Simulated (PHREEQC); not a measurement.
PHREEQC input (ion-association model, phreeqc.dat):

```
SOLUTION 0
  temp 25
  units mmol/kgw
  pH 7 charge
  Cl 32.01
  Mn(2) 16
SOLUTION 1-40
  temp 25
  units mmol/kgw
  pH 7 charge
  Cl 150.01
  Mg 75
END
EXCHANGE 1-40
  X 0.045
  -equilibrate 1
END
SELECTED_OUTPUT 1
  -reset false
  -pH true
  -pe true
  -ionic_strength true
  -water true
  -step true
  -totals Cl Mg Mn Mn(2) Mn(3)
  -molalities MgX2 MnX2
  -saturation_indices Pyrochroite
PRINT
  -reset false
TRANSPORT
  -cells 40
  -shifts 198
  -lengths 0.005
  -time_step 300
  -dispersivities 0.016
  -boundary_conditions flux flux
  -correct_disp true
  -punch_cells 40
  -punch_frequency 6
END
```

Selected output (columns that matter, 14 of 34 rows; pore volumes added in front):

```
pore volumes	pH	mu	Cl	Mg	Mn	m_MgX2	m_MnX2	si_Pyrochroite
0	5.1	0.22501	0.15001	0.075	0	0.0225	0	-1000
0.4625	5.0995	0.21949	0.14635	0.073072	9.8486e-05	0.022479	2.1183e-05	-9.5833
0.7625	5.0943	0.17115	0.11434	0.05589	0.0012759	0.022137	0.00036269	-8.4372
1.2125	5.0807	0.090698	0.060881	0.027093	0.0033421	0.020582	0.0019178	-7.9433
1.5125	5.0737	0.065338	0.043997	0.017599	0.0043942	0.018871	0.0036295	-7.7908
1.9625	5.0686	0.051493	0.034869	0.011049	0.0063807	0.015515	0.0069848	-7.6067
2.2625	5.0674	0.048632	0.033067	0.0085779	0.0079509	0.013048	0.0094521	-7.5062
2.7125	5.0666	0.047142	0.032241	0.0058946	0.010221	0.0095463	0.012954	-7.3947
3.0125	5.0663	0.046774	0.032093	0.0045373	0.011504	0.0075383	0.014962	-7.3429
3.4625	5.0661	0.046503	0.032028	0.0030021	0.013007	0.0051227	0.017377	-7.2893
3.7625	5.066	0.0464	0.032016	0.002252	0.013751	0.0038918	0.018608	-7.265
4.2125	5.0659	0.046299	0.032011	0.001441	0.01456	0.0025247	0.019975	-7.2401
4.5125	5.0659	0.046254	0.03201	0.0010609	0.014939	0.0018708	0.020629	-7.2289
4.9625	5.0659	0.046208	0.03201	0.00066318	0.015337	0.0011774	0.021323	-7.2175
```
